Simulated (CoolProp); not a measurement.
Acetone along the isobar 1.84 MPa: fugacity coefficient from the reference equation and from simpler models built on Tc = 508.1 K, pc = 4.692 MPa, ω = 0.307; each cubic takes its own stable root.

Computed with CoolProp (reference Helmholtz-energy equation of state, Lemmon 2006). It is a short technical equation, of lower accuracy than the large ones.

```json
[
 {"T (K)": "363.3", "phase": "liquid", "reference": "0.1482"},
 {"T (K)": "378.9", "phase": "liquid", "reference": "0.2162"},
 {"T (K)": "394.4", "phase": "liquid", "reference": "0.3023"},
 {"T (K)": "410", "phase": "liquid", "reference": "0.4091"},
 {"T (K)": "425.5", "phase": "liquid", "reference": "0.5355"},
 {"T (K)": "441.1", "phase": "liquid", "reference": "0.6828"},
 {"T (K)": "456.6", "phase": "gas", "reference": "0.7787"},
 {"T (K)": "472.2", "phase": "gas", "reference": "0.8053"},
 {"T (K)": "487.8", "phase": "gas", "reference": "0.8273"},
 {"T (K)": "503.3", "phase": "gas", "reference": "0.8458"},
 {"T (K)": "518.9", "phase": "gas", "reference": "0.8616"},
 {"T (K)": "534.4", "phase": "gas", "reference": "0.8752"},
 {"T (K)": "550", "phase": "gas", "reference": "0.8872"}
]
```

**Question.** How far does each simpler model (van der Waals, Redlich-Kwong, Soave-Redlich-Kwong, Peng-Robinson) lie from the reference over these 13 states: mean and median of the absolute difference, and the worst?

**Answer.** 
- van der Waals: mean 58.6 %, median 9.2 %, worst +242.1 % at 363.3 K and 1.84 MPa
- Redlich-Kwong: mean 22.2 %, median 5.6 %, worst +71.6 % at 363.3 K and 1.84 MPa
- Soave-Redlich-Kwong: mean 4.2 %, median 4.3 %, worst +6.8 % at 425.5 K and 1.84 MPa
- Peng-Robinson: mean 2.3 %, median 2.6 %, worst +4.2 % at 425.5 K and 1.84 MPa

At some of these states van der Waals, Redlich-Kwong gives the other phase, because its saturation line lies elsewhere.
